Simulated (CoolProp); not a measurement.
The numbers come from the reference Helmholtz-energy equation of state, Lemmon 2005 in CoolProp.

Question: For R125, give the phase and the cp (kJ/(kg K)), isothermal compressibility (1/MPa) at 349 K and 0.593 MPa; 349 K and 1.35 MPa; 349 K and 3.07 MPa.

Answer: 
- 349 K and 0.593 MPa: gas; cp 0.898, isothermal compressibility 1.78
- 349 K and 1.35 MPa: gas; cp 0.958, isothermal compressibility 0.858
- 349 K and 3.07 MPa: gas; cp 1.33, isothermal compressibility 0.564
